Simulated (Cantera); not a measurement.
Thermodynamics of boron, boron nitride and boron oxide, feed B₂O₃ + H₂ + N₂ + NH₃

Feed: 1 mol B₂O₃, 37 mol H₂, 10 mol N₂, 0.61 mol NH₃, equilibrated at 10.0 Torr.

Equilibrium computed with Cantera from the NASA thermochemical tables; the gas is ideal and each condensed phase is pure. Candidate condensed phases: B, BN, B₂O₃, B₃O₃H₃, H₂O; 39 gas species. Mutual solubility and eutectic melting of coexisting phases are not modelled. The numbers say what is thermodynamically allowed, not how fast it happens.

From 500 °C to 1250 °C the condensed part is BN(s) + B₂O₃(l). From 1325 °C to 1475 °C nothing is condensed. The main B-bearing gas is (HBO₂)₃ at 500 °C and B₂O₃ at 1475 °C.

```json
[
 {"T (°C)": "500", "x H₂": "0.785", "x N₂": "0.213", "x HBO": "<1e-12", "x HBO₂": "1.49e-8", "x B₂O₃": "<1e-12", "x H": "6.97e-12", "x H₂O": "0.00112", "n BN(s)": "0.0362", "n B₂O₃(l)": "0.982"},
 {"T (°C)": "575", "x H₂": "0.785", "x N₂": "0.213", "x HBO": "4.79e-11", "x HBO₂": "1.72e-7", "x B₂O₃": "<1e-12", "x H": "1.46e-10", "x H₂O": "0.00112", "n BN(s)": "0.0361", "n B₂O₃(l)": "0.982"},
 {"T (°C)": "650", "x H₂": "0.785", "x N₂": "0.213", "x HBO": "1.44e-9", "x HBO₂": "1.31e-6", "x B₂O₃": "4.57e-12", "x H": "1.88e-9", "x H₂O": "0.00111", "n BN(s)": "0.0356", "n B₂O₃(l)": "0.982"},
 {"T (°C)": "725", "x H₂": "0.785", "x N₂": "0.213", "x HBO": "2.55e-8", "x HBO₂": "7.15e-6", "x B₂O₃": "2.28e-10", "x H": "1.65e-8", "x H₂O": "0.00108", "n BN(s)": "0.0348", "n B₂O₃(l)": "0.982"},
 {"T (°C)": "800", "x H₂": "0.785", "x N₂": "0.213", "x HBO": "3.00e-7", "x HBO₂": "3.04e-5", "x B₂O₃": "6.47e-9", "x H": "1.08e-7", "x H₂O": "0.00105", "n BN(s)": "0.0342", "n B₂O₃(l)": "0.982"},
 {"T (°C)": "875", "x H₂": "0.785", "x N₂": "0.213", "x HBO": "2.54e-6", "x HBO₂": "0.000106", "x B₂O₃": "1.16e-7", "x H": "5.50e-7", "x H₂O": "0.00102", "n BN(s)": "0.0343", "n B₂O₃(l)": "0.980"},
 {"T (°C)": "950", "x H₂": "0.785", "x N₂": "0.213", "x HBO": "1.64e-5", "x HBO₂": "0.000311", "x B₂O₃": "1.44e-6", "x H": "2.31e-6", "x H₂O": "0.000982", "n BN(s)": "0.0363", "n B₂O₃(l)": "0.974"},
 {"T (°C)": "1025", "x H₂": "0.785", "x N₂": "0.213", "x HBO": "8.48e-5", "x HBO₂": "0.000801", "x B₂O₃": "1.32e-5", "x H": "8.22e-6", "x H₂O": "0.000948", "n BN(s)": "0.0420", "n B₂O₃(l)": "0.957"},
 {"T (°C)": "1100", "x H₂": "0.784", "x N₂": "0.213", "x HBO": "0.000365", "x HBO₂": "0.00184", "x B₂O₃": "9.39e-5", "x H": "2.55e-5", "x H₂O": "0.000914", "n BN(s)": "0.0531", "n B₂O₃(l)": "0.915"},
 {"T (°C)": "1175", "x H₂": "0.781", "x N₂": "0.212", "x HBO": "0.00134", "x HBO₂": "0.00386", "x B₂O₃": "0.000539", "x H": "7.05e-5", "x H₂O": "0.000880", "n BN(s)": "0.0683", "n B₂O₃(l)": "0.813"},
 {"T (°C)": "1250", "x H₂": "0.773", "x N₂": "0.211", "x HBO": "0.00430", "x HBO₂": "0.00745", "x B₂O₃": "0.00259", "x H": "0.000176", "x H₂O": "0.000842", "n BN(s)": "0.0724", "n B₂O₃(l)": "0.544"},
 {"T (°C)": "1325", "x H₂": "0.758", "x N₂": "0.209", "x HBO": "0.0110", "x HBO₂": "0.0114", "x B₂O₃": "0.00813", "x H": "0.000401", "x H₂O": "0.000762", "n BN(s)": "0", "n B₂O₃(l)": "0"},
 {"T (°C)": "1400", "x H₂": "0.757", "x N₂": "0.209", "x HBO": "0.0119", "x HBO₂": "0.0118", "x B₂O₃": "0.00738", "x H": "0.000858", "x H₂O": "0.00108", "n BN(s)": "0", "n B₂O₃(l)": "0"},
 {"T (°C)": "1475", "x H₂": "0.755", "x N₂": "0.209", "x HBO": "0.0127", "x HBO₂": "0.0122", "x B₂O₃": "0.00667", "x H": "0.00172", "x H₂O": "0.00147", "n BN(s)": "0", "n B₂O₃(l)": "0"}
]
```
x: gas mole fraction; n: condensed amount in mol.
